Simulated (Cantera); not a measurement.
**Pyrogenic steam for wet oxidation**

An isothermal, constant-pressure homogeneous reactor starts with H2 : O2 : N2 : H2O = 1.2 : 1 : 8.2 : 0.7 (molar parts), equivalence ratio 0.60, at 873 K and 180 Torr.

Detailed kinetics in Cantera: the H2/O2 subset of GRI-Mech 3.0, which has no nitrogen chemistry. Below about 950 K walls govern HO2 and H2O2 in real vessels. The temperature is held fixed by assumption; the heat of reaction is taken as removed at once.

```csv
t (s),x H2,x O2,x H2O,x H,x OH,x O,x H2O2
0.000200,0.108,0.0901,0.0631,4.79e-12,<1e-12,<1e-12,<1e-12
0.000465,0.108,0.0901,0.0631,1.04e-11,<1e-12,1.36e-12,<1e-12
0.00108,0.108,0.0901,0.0631,2.15e-11,<1e-12,2.91e-12,<1e-12
0.00251,0.108,0.0901,0.0631,3.97e-11,1.24e-12,5.46e-12,2.03e-12
0.00585,0.108,0.0901,0.0631,6.34e-11,1.99e-12,8.78e-12,1.86e-11
0.0136,0.108,0.0901,0.0631,1.05e-10,3.29e-12,1.45e-11,1.60e-10
0.0316,0.108,0.0901,0.0631,2.94e-10,9.26e-12,4.08e-11,1.50e-9
0.0735,0.108,0.0901,0.0631,3.43e-9,1.10e-10,4.75e-10,3.30e-8
0.171,0.0329,0.0539,0.145,4.26e-8,5.28e-9,1.10e-8,2.56e-5
0.398,0.0328,0.0538,0.145,8.11e-8,1.08e-8,2.07e-8,4.80e-5
0.925,0.0317,0.0533,0.146,2.02e-7,3.15e-8,5.13e-8,0.000113
2.15,0.0274,0.0512,0.151,2.47e-7,4.56e-8,6.75e-8,0.000146
5.00,0.0190,0.0472,0.160,1.86e-7,4.64e-8,6.42e-8,0.000122
```
x: mole fraction; the columns are a selection and need not sum to one.

Equilibrium at this temperature and pressure: H2 2.19e-12, O2 0.0381, H2O 0.181, H <1e-12, OH 8.44e-9, O <1e-12, H2O2 7.60e-12 (gas phase only).
